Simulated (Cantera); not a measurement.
Input: 1 mol CH3SiH3, 0.18 mol C2H2, 1600 mol H2, at 1977 °C and 2800 Pa.

Equilibrium computed with Cantera from the NASA thermochemical tables; the gas is ideal and each condensed phase is pure. Candidate condensed phases: C, C6H6, C7H8, C8H18, Si, SiC; 87 gas species. The feed counts by its element totals alone. Equilibrium is a limit: real reactors are often held back by kinetics, nucleation or transport.

Question: What is the equilibrium state?

Answer: 
| Property | Value |
|---|---|
| x(H2) | 0.956 |
| x(H) | 0.0434 |
| x(Si) | 0.000550 |
| x(C2H2 (acetylene)) | 0.000402 |
| x(SiH) | 3.62e-5 |
| x(SiH2) | 9.32e-6 |
| x(SiC2) | 8.00e-6 |
| x(Si2C) | 2.82e-6 |
| x(CH4) | 2.15e-6 |
| gas amount | 1640 mol |
| log10 activity of C(graphite) (absent) | -0.45 |
| log10 activity of Si(l) (absent) | -1.58 |
